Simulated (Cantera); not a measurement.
A Cantera script and what it prints.

```python
import numpy as np
import cantera as ct

gas_names = """
    ALCL
""".split()
cond_names = """
    AL(cr) AL(L) ALCL3(s) ALCL3(L)
""".split()


# ... load() reads the species with a 1 bar reference pressure and builds the phases ...
species = {s.name: s for s in load("nasa_gas.yaml", gas_names) + load("nasa_condensed.yaml", cond_names)}
# Each term lists the table entries of one substance; the one whose range holds T is used.
reactions = {
    '2 Al + AlCl3 = 3 AlCl(g)':
        [(-2, ['AL(cr)', 'AL(L)']), (-1, ['ALCL3(s)', 'ALCL3(L)']), (3, ['ALCL'])],
}


def pick(names, T):
    return next(species[n] for n in names if species[n].thermo.min_temp <= T <= species[n].thermo.max_temp)


results = []
for label, terms in reactions.items():
    print(label)
    print("     T/K   dH/kJ  dS/(J/K)   dG/kJ   log10 K")
    for T in [350, 375, 400, 425, 450, 475, 500, 525, 550]:
        used = [(nu, pick(names, T)) for nu, names in terms]
        dH = sum(nu * s.thermo.h(T) for nu, s in used) / 1e6
        dS = sum(nu * s.thermo.s(T) for nu, s in used) / 1e3
        dG = dH - T * dS / 1e3
        logK = -dG * 1e6 / (ct.gas_constant * T * np.log(10))
        results.append((label, T, dH, dS, dG, logK, [s.name for _, s in used]))
        print(f"{T:8g} {dH:8.1f} {dS:8.1f} {dG:8.1f} {logK:8.2f}")
```

It prints:

```
2 Al + AlCl3 = 3 AlCl(g)
     T/K   dH/kJ  dS/(J/K)   dG/kJ   log10 K
     350    549.3    511.9    370.1   -55.23
     375    548.3    509.1    357.3   -49.77
     400    547.2    506.3    344.7   -45.01
     425    546.0    503.6    332.0   -40.81
     450    544.9    500.8    319.5   -37.08
     475    508.1    421.8    307.7   -33.84
     500    506.3    418.3    297.2   -31.05
     525    504.6    414.8    286.8   -28.53
     550    502.8    411.6    276.5   -26.25
```

Source: NASA polynomial tables (part measured, part estimated), evaluated in Cantera. Condensed species are held in their standard states even where they would react or evaporate.
